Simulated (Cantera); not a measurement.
# Adiabatic ignition

An adiabatic, constant-pressure homogeneous reactor starts with 28.3 % H₂, 15.1 % O₂, 56.6 % N₂, at 1050 K and 1.00 bar.

Cantera simulation using the H2/O2 subset of GRI-Mech 3.0, which has no nitrogen chemistry; the numbers are that mechanism's predictions, not measurements.

```csv
t (s),T (K),x H₂,x O₂,x H,x O,x H₂O₂,x HO₂
1.00e-6,1050,0.283,0.151,1.09e-10,5.08e-12,<1e-12,1.20e-10
3.98e-6,1050,0.283,0.151,4.72e-10,4.54e-11,<1e-12,5.46e-10
1.59e-5,1050,0.283,0.151,3.92e-9,4.64e-10,9.66e-12,4.13e-9
6.32e-5,1050,0.283,0.151,8.67e-7,1.05e-7,2.90e-9,8.04e-7
0.000252,2513,0.0379,0.0230,0.0183,0.00823,2.75e-7,5.94e-6
0.00100,2689,0.0283,0.0187,0.00924,0.00474,3.88e-7,6.10e-6
0.00399,2689,0.0283,0.0187,0.00924,0.00474,3.88e-7,6.10e-6
0.0159,2689,0.0283,0.0187,0.00924,0.00474,3.88e-7,6.10e-6
0.0633,2689,0.0283,0.0187,0.00924,0.00474,3.88e-7,6.10e-6
0.252,2689,0.0283,0.0187,0.00924,0.00474,3.88e-7,6.10e-6
1.00,2689,0.0283,0.0187,0.00924,0.00474,3.88e-7,6.10e-6
4.00,2689,0.0283,0.0187,0.00924,0.00474,3.88e-7,6.10e-6
```
x: mole fraction; the columns are a selection and need not sum to one.

The time of steepest temperature rise is 0.143 ms and the temperature at 4.00 s comes out as 2689 K. The equilibrium temperature is 2689 K, the x(H₂) at 4.00 s is 0.0283 (gas-phase equilibrium 0.0283) and the x(O₂) at 4.00 s comes out as 0.0187 (gas-phase equilibrium 0.0187). The x(H) at 4.00 s is 0.00924 (gas-phase equilibrium 0.00924).
